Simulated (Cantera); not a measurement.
## Premixed flame

A freely propagating, adiabatic, planar premixed flame of 18.3 % H2, 14.3 % O2, 67.3 % N2, unburnt at 498 K and 0.355 atm; mixture-averaged transport, grid criteria slope 0.08 and curve 0.16, no radiation.

Detailed kinetics in Cantera: the H2/O2 subset of GRI-Mech 3.0, which has no nitrogen chemistry. Burning velocities carry a grid error of a few per cent, more on coarse grids. Lean hydrogen flames are cellular in practice and burn faster than this planar one.

```tsv
z (mm)	T (K)	u (m/s)	x H2	x O2	x H2O2	x H	x O	x OH
-4.83	498	2.40	0.183	0.143	<1e-8	<1e-8	<1e-8	<1e-8
-3.22	498	2.40	0.183	0.143	<1e-8	<1e-8	<1e-8	<1e-8
-2.41	498	2.40	0.183	0.143	<1e-8	<1e-8	<1e-8	<1e-8
-1.61	498	2.39	0.183	0.143	1.51e-8	<1e-8	<1e-8	<1e-8
-0.804	525	2.50	0.172	0.144	9.15e-6	8.68e-5	7.13e-6	5.31e-5
-0.402	725	3.37	0.138	0.139	1.15e-5	0.00292	0.000191	0.000470
0	1057	4.80	0.0748	0.113	2.46e-6	0.0149	0.00304	0.00167
0.402	1303	5.87	0.0268	0.0772	2.44e-6	0.0224	0.00792	0.00461
0.804	1433	6.43	0.0142	0.0649	1.68e-6	0.0197	0.00918	0.00635
1.61	1563	6.96	0.0106	0.0606	8.94e-7	0.0129	0.00785	0.00755
3.22	1678	7.43	0.00779	0.0585	4.55e-7	0.00673	0.00548	0.00774
6.44	1766	7.77	0.00469	0.0573	2.47e-7	0.00275	0.00316	0.00680
12.9	1821	7.98	0.00229	0.0569	1.41e-7	0.000867	0.00150	0.00511
```
x: mole fraction of selected species; z is measured from the peak of heat release.

The laminar burning velocity comes out as 240 cm/s. The thermal thickness is 1.61 mm. The peak x(H2O2) is 1.48e-5 and the peak x(H) comes out as 0.0224. The peak x(O) comes out as 0.00920 and the peak x(OH) comes out as 0.00781.
